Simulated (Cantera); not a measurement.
A perfectly stirred reactor is fed with CH4 : N2 = 1 : 15 (molar parts), at 0.000533 atm; it is held at 1723 K, and followed from long to short residence time.

Computed with Cantera and GRI-Mech 3.0 (53 species, 325 reactions). GRI-Mech 3.0 stops at C3 and has no aromatics, soot or wall deposition, so with more carbon than oxygen in the feed, carbon stays in small species such as C2H2 where larger ones or solid carbon would form. Radical loss at walls, strong at low pressure, is not modelled.

x: mole fraction; the columns are a selection and need not sum to one.

| τ (s) | x CH4 | x H2 | x C2H4 | x C2H | x CH3 | x C2H2 |
|---|---|---|---|---|---|---|
| 13 | 0.0209 | 0.0575 | ? | 2.25e-7 | 0.000764 | 0.0188 |
| 3.4 | 0.0398 | 0.0299 | ? | 9.13e-8 | 0.00109 | 0.00900 |
| 0.90 | 0.0582 | 0.00462 | ? | 8.93e-9 | 0.000849 | 0.000917 |
| 0.23 | 0.0621 | 0.000219 | ? | 1.70e-10 | 0.000264 | 8.44e-6 |
| 0.061 | 0.0624 | 3.64e-5 | ? | <1e-12 | 7.03e-5 | 4.75e-8 |
| 0.016 | 0.0625 | 8.84e-6 | ? | <1e-12 | 1.81e-5 | 2.17e-10 |
| 0.0042 | 0.0625 | 2.02e-6 | 1.69e-10 | <1e-12 | 4.46e-6 | <1e-12 |

Problem. What belongs in the gaps?

Solution. 
- 13, x C2H4: 0.000437
- 3.4, x C2H4: 0.00118
- 0.90, x C2H4: 0.000724
- 0.23, x C2H4: 3.12e-5
- 0.061, x C2H4: 6.84e-7
- 0.016, x C2H4: 1.20e-8
